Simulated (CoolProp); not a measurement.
Saturation properties of R1233zd(E).

Model: reference Helmholtz-energy equation of state, Akasaka 2022, in CoolProp.

```csv
T (°C),p (bar),liquid density (kg/m³),enthalpy of vaporisation (kJ/kg)
-23.45,0.1546,1373,213.3
-19.35,0.1923,1364,211.5
-15.15,0.2384,1355,___
-11.05,0.2917,1346,___
-6.85,0.3561,___,205.9
-2.75,0.4294,___,204.1
1.45,0.5168,1318,202.2
5.55,0.6152,1309,200.3
9.75,0.7309,1299,198.3
13.85,0.8600,1289,___
18.05,1.010,1280,194.3
22.15,1.176,1270,192.3
26.35,1.367,1260,190.2
30.45,1.577,1250,188.1
```

What belongs in the gaps?


- -15.15, enthalpy of vaporisation (kJ/kg): 209.6
- -11.05, enthalpy of vaporisation (kJ/kg): 207.8
- -6.85, liquid density (kg/m³): 1337
- -2.75, liquid density (kg/m³): 1328
- 13.85, enthalpy of vaporisation (kJ/kg): 196.4

It boils at 18.1 °C under 1 atm.
